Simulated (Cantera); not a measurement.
**Adiabatic ignition**

An adiabatic, constant-volume homogeneous reactor starts with CO : H2 : O2 : N2 = 1 : 0.078 : 2.08 : 7.83 (molar parts), equivalence ratio 0.26, at 1148 K and 2100000 Pa.

Computed with Cantera and GRI-Mech 3.0 (53 species, 325 reactions). The hydrogen kinetics of GRI-Mech 3.0 are dated; newer H2 mechanisms differ, most at raised pressure. The pressure lies above the range GRI-Mech 3.0 was tuned for (to about 10 atm).

| t (s) | T (K) | P (bar) | x CO | x H2 | x O2 | x H2O2 | x HO2 |
|---|---|---|---|---|---|---|---|
| 5.00e-6 | 1148 | 21.0 | 0.0910 | 0.00710 | 0.189 | 7.48e-11 | 6.61e-8 |
| 1.58e-5 | 1148 | 21.0 | 0.0910 | 0.00710 | 0.189 | 1.30e-9 | 3.16e-7 |
| 5.00e-5 | 1148 | 21.0 | 0.0910 | 0.00710 | 0.189 | 3.37e-8 | 1.92e-6 |
| 0.000158 | 1151 | 21.1 | 0.0908 | 0.00701 | 0.189 | 6.87e-6 | 2.53e-5 |
| 0.000500 | 1343 | 24.3 | 0.0778 | 0.00202 | 0.181 | 2.78e-5 | 0.000118 |
| 0.00158 | 2109 | 36.7 | 0.000129 | 1.99e-6 | 0.147 | 4.43e-8 | 2.19e-6 |
| 0.00500 | 2108 | 36.7 | 0.000129 | 1.98e-6 | 0.147 | 4.42e-8 | 2.18e-6 |
| 0.0158 | 2106 | 36.6 | 0.000127 | 1.96e-6 | 0.147 | 4.39e-8 | 2.17e-6 |
| 0.0500 | 2101 | 36.6 | 0.000123 | 1.90e-6 | 0.146 | 4.31e-8 | 2.11e-6 |
| 0.158 | 2092 | 36.4 | 0.000115 | 1.80e-6 | 0.144 | 4.16e-8 | 2.02e-6 |
| 0.500 | 2087 | 36.3 | 0.000111 | 1.74e-6 | 0.143 | 4.08e-8 | 1.98e-6 |
| 1.58 | 2086 | 36.3 | 0.000111 | 1.74e-6 | 0.143 | 4.08e-8 | 1.97e-6 |
| 5.00 | 2086 | 36.3 | 0.000111 | 1.74e-6 | 0.143 | 4.08e-8 | 1.97e-6 |
x: mole fraction; the columns are a selection and need not sum to one.

The time of steepest temperature rise is 0.593 ms, the temperature at 5.00 s comes out as 2086 K and the equilibrium temperature is 2086 K. The x(CO) at 5.00 s comes out as 0.000111 (gas-phase equilibrium 0.000111), the x(H2) at 5.00 s is 1.74e-6 (gas-phase equilibrium 1.74e-6) and the x(O2) at 5.00 s is 0.143 (gas-phase equilibrium 0.143).
